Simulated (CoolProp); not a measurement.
Vapour-liquid equilibrium of R143a (1) + R1234yf (2) at 13.9 bar; x and y are mole fractions of (1).

The numbers come from the multi-fluid Helmholtz-energy mixture model, Lemmon and Jacobsen 2000 and Lemmon 2022; pair parameters Bell 2016 in CoolProp.

```tsv
x	bubble temperature (°C)	y at the bubble point	dew temperature at overall composition x (°C)	liquid density (mol/L)
0.05	51.1	0.074	51.7	8.676
0.15	48.1	0.210	49.4	8.893
0.25	45.2	0.333	47.1	9.111
0.35	42.6	0.446	44.8	9.330
0.45	40.1	0.549	42.5	9.552
0.55	37.8	0.644	40.1	9.779
0.65	35.6	0.732	37.6	10.01
0.75	33.5	0.814	35.1	10.25
0.85	31.6	0.892	32.6	10.49
0.95	29.7	0.965	30.1	10.75
```

No azeotrope shows between x = 0.05 and 0.95.

Pair parameters are fitted to limited data, so mixtures are less certain than the pure fluids.
